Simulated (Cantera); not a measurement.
Mixture: H2 : O2 : N2 = 1 : 0.538 : 2.02 (molar parts), at 4.93 atm, adiabatic and at constant pressure. Ignition delay is the time to a rise of 400 K.

Detailed kinetics in Cantera: the H2/O2 subset of GRI-Mech 3.0, which has no nitrogen chemistry. The hydrogen kinetics of GRI-Mech 3.0 are dated; newer H2 mechanisms differ, most at raised pressure. Where the delays flatten at high temperature, the 400 K rule measures the pace of heat release, not the induction time.

Problem. What does this change do: 0.0042 parts H2O added?

Solution. 
| quantity | before | after |
|---|---|---|
| delay at 1125 K | 0.151 ms | 0.162 ms |
| delay at 1175 K | 23.2 µs | 23.8 µs |
| delay at 1225 K | 11.9 µs | 12.0 µs |
| delay at 1275 K | 7.89 µs | 7.94 µs |
| delay at 1325 K | 5.81 µs | 5.83 µs |
| delay at 1375 K | 4.54 µs | 4.55 µs |
| delay at 1425 K | 3.69 µs | 3.70 µs |
| apparent activation energy between 1325 and 1425 K | 71 kJ/mol | 72 kJ/mol |
